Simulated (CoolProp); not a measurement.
Vapour-liquid equilibrium of carbon monoxide (1) + methane (2) at 113.5 K; x and y are mole fractions of (1).

Model: multi-fluid Helmholtz-energy mixture model, Lemmon 2006 and Setzmann 1991; pair parameters Kunz 2012, in CoolProp.

| x | bubble pressure, mixture model (kPa) | bubble pressure, Raoult's law (kPa) | y, mixture model | y, Raoult's law |
|---|---|---|---|---|
| 0.05 | (withheld) | 177.3 | 0.377 | 0.370 |
| 0.125 | (withheld) | 267.0 | (withheld) | 0.615 |
| 0.2 | 390.4 | 356.7 | 0.736 | 0.736 |
| 0.275 | 492.7 | 446.4 | 0.802 | 0.809 |
| 0.35 | 590.6 | 536.1 | 0.845 | 0.857 |
| 0.425 | 682.6 | 625.8 | 0.875 | 0.892 |
| 0.5 | 768.4 | 715.5 | (withheld) | 0.918 |
| 0.575 | 848.6 | 805.1 | 0.915 | 0.938 |
| 0.65 | 924.9 | 894.8 | (withheld) | 0.954 |
| 0.725 | (withheld) | 984.5 | (withheld) | 0.967 |
| 0.8 | 1076 | 1074 | 0.957 | 0.978 |
| 0.875 | 1157 | 1164 | (withheld) | 0.987 |
| 0.95 | 1246 | 1254 | 0.988 | 0.995 |

Problem. Fill in the missing entries.

Solution. 
- 0.05, bubble pressure, mixture model (kPa): 183.4
- 0.125, bubble pressure, mixture model (kPa): 286.2
- 0.125, y, mixture model: 0.620
- 0.5, y, mixture model: 0.897
- 0.65, y, mixture model: 0.930
- 0.725, bubble pressure, mixture model (kPa): 999.5
- 0.725, y, mixture model: 0.944
- 0.875, y, mixture model: 0.971

The largest gap from Raoult's law is +10.4 % in bubble pressure, at x = 0.275. No azeotrope shows between x = 0.05 and 0.95.

The pair parameters rest on a limited set of measurements; away from them the model extrapolates. The gap from Raoult's law changes sign with composition, which may be real or a fault of the pair parameters; it wasn't checked against measurements.
